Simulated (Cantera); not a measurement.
## Adiabatic ignition

An adiabatic, constant-volume homogeneous reactor starts with CH4 : O2 : N2 = 1 : 2.94 : 11.1 (molar parts), equivalence ratio 0.68, at 1550 K and 2.40 bar.

Computed with Cantera and GRI-Mech 3.0 (53 species, 325 reactions).

| t (s) | T (K) | P (bar) | x CH4 | x O2 | x O | x N2O | x H2O2 | x CO | x CH2 |
|---|---|---|---|---|---|---|---|---|---|
| 1.00e-6 | 1550 | 2.40 | 0.0665 | 0.195 | 1.03e-8 | <1e-12 | 1.36e-9 | 3.04e-12 | <1e-12 |
| 2.51e-6 | 1550 | 2.40 | 0.0665 | 0.195 | 1.23e-8 | 1.85e-12 | 6.73e-9 | 3.95e-11 | <1e-12 |
| 6.31e-6 | 1550 | 2.40 | 0.0665 | 0.195 | 1.72e-8 | 8.81e-12 | 2.59e-8 | 5.62e-10 | 1.18e-12 |
| 1.59e-5 | 1550 | 2.40 | 0.0665 | 0.195 | 3.26e-8 | 4.64e-11 | 7.44e-8 | 9.99e-9 | 8.31e-12 |
| 3.99e-5 | 1550 | 2.40 | 0.0664 | 0.195 | 9.43e-8 | 2.40e-10 | 1.63e-7 | 2.56e-7 | 9.51e-11 |
| 0.000100 | 1551 | 2.40 | 0.0661 | 0.195 | 4.05e-7 | 1.12e-9 | 3.11e-7 | 1.20e-5 | 1.67e-9 |
| 0.000252 | 1583 | 2.45 | 0.0605 | 0.191 | 4.12e-6 | 1.14e-8 | 4.05e-6 | 0.00124 | 7.52e-8 |
| 0.000632 | 2834 | 4.49 | <1e-12 | 0.0594 | 0.00719 | 1.95e-6 | 7.77e-7 | 0.0165 | <1e-12 |
| 0.00159 | 2823 | 4.47 | <1e-12 | 0.0559 | 0.00668 | 2.08e-6 | 7.42e-7 | 0.0164 | <1e-12 |
| 0.00399 | 2822 | 4.46 | <1e-12 | 0.0556 | 0.00664 | 2.10e-6 | 7.39e-7 | 0.0164 | <1e-12 |
| 0.0100 | 2822 | 4.46 | <1e-12 | 0.0556 | 0.00664 | 2.10e-6 | 7.39e-7 | 0.0164 | <1e-12 |
| 0.0252 | 2822 | 4.46 | <1e-12 | 0.0556 | 0.00664 | 2.10e-6 | 7.39e-7 | 0.0164 | <1e-12 |
| 0.0634 | 2822 | 4.46 | <1e-12 | 0.0556 | 0.00664 | 2.10e-6 | 7.39e-7 | 0.0164 | <1e-12 |
| 0.159 | 2822 | 4.46 | <1e-12 | 0.0556 | 0.00664 | 2.10e-6 | 7.39e-7 | 0.0164 | <1e-12 |
| 0.400 | 2822 | 4.46 | <1e-12 | 0.0556 | 0.00664 | 2.10e-6 | 7.39e-7 | 0.0164 | <1e-12 |
x: mole fraction; the columns are a selection and need not sum to one.

```json
{
  "time_of_steepest_temperature_rise": "0.311 ms",
  "temperature at 0.400 s": "2822 K",
  "equilibrium_temperature": "2822 K",
  "x(CH4) at 0.400 s": "<1e-12 (gas-phase equilibrium <1e-12)",
  "x(O2) at 0.400 s": "0.0556 (gas-phase equilibrium 0.0556)",
  "x(O) at 0.400 s": "0.00664 (gas-phase equilibrium 0.00664)"
}
```
